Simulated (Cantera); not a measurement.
Input: 1 mol Si3N4, 0.013 mol Si, 8.4 mol N2, equilibrated at 2050 °C and 3.60 bar.

Equilibrium computed with Cantera from the NASA thermochemical tables; the gas is ideal and each condensed phase is pure. Candidate condensed phases: Si, Si3N4; 7 gas species. The tables' values for SiN are old estimates; treat these amounts as uncertain. Equilibrium is a limit: real reactors are often held back by kinetics, nucleation or transport.

Base state: N2 1.000, Si 0.000317, Si2N 8.11e-5, SiN 8.08e-5 (mole fractions); condensed: Si(l).

Question: What changes in the equilibrium state with this change: pressure from 3.60 bar to 77.0 Pa?

Answer: 
```csv
species,before,after
N2,1.000,0.776
Si,0.000317,0.223
SiN,8.08e-5,0.000731
Si2,6.37e-6,0.000672
Si3,1.18e-6,1.87e-5
Si2N,8.11e-5,0.000110
"Si(l), mol",3.01,0
```

Question: What changes in the equilibrium state with this change: Si3N4 replaced by SiC?

Answer: 
```json
[
 {"species": "N2", "before": "1.000", "after": "0.999"},
 {"species": "Si", "before": "0.000317", "after": "0.000317"},
 {"species": "Si2N", "before": "8.11e-5", "after": "8.11e-5"},
 {"species": "Si2C", "before": "0", "after": "2.77e-5"},
 {"species": "SiN", "before": "8.08e-5", "after": "8.08e-5"},
 {"species": "Si(l), mol", "before": "3.01", "after": "0.00796"},
 {"species": "SiC(s), mol", "before": "0", "after": "1.000"}
]
```
Mutual solubility and eutectic melting of coexisting phases are not modelled. Further candidate phases: C, SiC.
